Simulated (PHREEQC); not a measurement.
Make-up at 25 °C: 110 mmol/kgw NaOH, 2.4 mmol/kgw Na2SiO3 and 2.2 mmol/kgw K2CO3. Closed to the air; pH follows from the charge balance.

The numbers come from PHREEQC with the ion-association model, phreeqc.dat.

The pH is 12.92 and the ionic strength comes out as 0.121 mol/kgw. The specific conductance is 23200 µS/cm. The density is 1.003 g/cm³. The total alkalinity is 119 meq/kg.

```json
[
 {"species": "Na+", "molality": "0.114", "activity": "0.0882", "log γ": "-0.111"},
 {"species": "OH-", "molality": "0.111", "activity": "0.0830", "log γ": "-0.127"},
 {"species": "K+", "molality": "0.00440", "activity": "0.00330", "log γ": "-0.125"},
 {"species": "H2SiO4-2", "molality": "0.00129", "activity": "0.000470", "log γ": "-0.439"},
 {"species": "CO3-2", "molality": "0.00124", "activity": "0.000451", "log γ": "-0.439"},
 {"species": "H3SiO4-", "molality": "0.00111", "activity": "0.000839", "log γ": "-0.122"},
 {"species": "NaCO3-", "molality": "0.000960", "activity": "0.000740", "log γ": "-0.113"},
 {"species": "HCO3-", "molality": "1.50e-6", "activity": "1.17e-6", "log γ": "-0.110"},
 {"species": "H4SiO4", "molality": "6.72e-7", "activity": "6.91e-7", "log γ": "0.012"},
 {"species": "NaHCO3", "molality": "5.63e-8", "activity": "5.79e-8", "log γ": "0.012"}
]
```

This is a speciation only: nothing precipitates in the calculation.
